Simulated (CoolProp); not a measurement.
Vapour-liquid equilibrium of cyclohexane (1) + n-heptane (2) at 0.259 MPa; x and y are mole fractions of (1).

The numbers come from the multi-fluid Helmholtz-energy mixture model, Zhou 2014 and Span 2003; pair parameters Bell 2016 in CoolProp.

```json
[
 {"x": "0.05", "bubble temperature, mixture model (°C)": "132.8", "bubble temperature, Raoult's law (°C)": "132.8", "y, mixture model": "0.072", "y, Raoult's law": "0.074"},
 {"x": "0.125", "bubble temperature, mixture model (°C)": "131.1", "bubble temperature, Raoult's law (°C)": "131.2", "y, mixture model": "0.176", "y, Raoult's law": "0.180"},
 {"x": "0.2", "bubble temperature, mixture model (°C)": "129.5", "bubble temperature, Raoult's law (°C)": "129.7", "y, mixture model": "0.272", "y, Raoult's law": "0.278"},
 {"x": "0.275", "bubble temperature, mixture model (°C)": "127.9", "bubble temperature, Raoult's law (°C)": "128.1", "y, mixture model": "0.363", "y, Raoult's law": "0.369"},
 {"x": "0.35", "bubble temperature, mixture model (°C)": "126.4", "bubble temperature, Raoult's law (°C)": "126.7", "y, mixture model": "0.447", "y, Raoult's law": "0.455"},
 {"x": "0.425", "bubble temperature, mixture model (°C)": "125.0", "bubble temperature, Raoult's law (°C)": "125.3", "y, mixture model": "0.526", "y, Raoult's law": "0.534"},
 {"x": "0.5", "bubble temperature, mixture model (°C)": "123.6", "bubble temperature, Raoult's law (°C)": "123.9", "y, mixture model": "0.600", "y, Raoult's law": "0.609"},
 {"x": "0.575", "bubble temperature, mixture model (°C)": "122.2", "bubble temperature, Raoult's law (°C)": "122.5", "y, mixture model": "0.670", "y, Raoult's law": "0.679"},
 {"x": "0.65", "bubble temperature, mixture model (°C)": "120.9", "bubble temperature, Raoult's law (°C)": "121.2", "y, mixture model": "0.735", "y, Raoult's law": "0.744"},
 {"x": "0.725", "bubble temperature, mixture model (°C)": "119.7", "bubble temperature, Raoult's law (°C)": "119.9", "y, mixture model": "0.797", "y, Raoult's law": "0.805"},
 {"x": "0.8", "bubble temperature, mixture model (°C)": "118.5", "bubble temperature, Raoult's law (°C)": "118.7", "y, mixture model": "0.856", "y, Raoult's law": "0.863"},
 {"x": "0.875", "bubble temperature, mixture model (°C)": "117.4", "bubble temperature, Raoult's law (°C)": "117.5", "y, mixture model": "0.912", "y, Raoult's law": "0.917"},
 {"x": "0.95", "bubble temperature, mixture model (°C)": "116.2", "bubble temperature, Raoult's law (°C)": "116.3", "y, mixture model": "0.965", "y, Raoult's law": "0.968"}
]
```

The largest gap from Raoult's law is -0.3 K in bubble temperature, at x = 0.5. No azeotrope shows between x = 0.05 and 0.95.

The pair parameters rest on a limited set of measurements; away from them the model extrapolates.
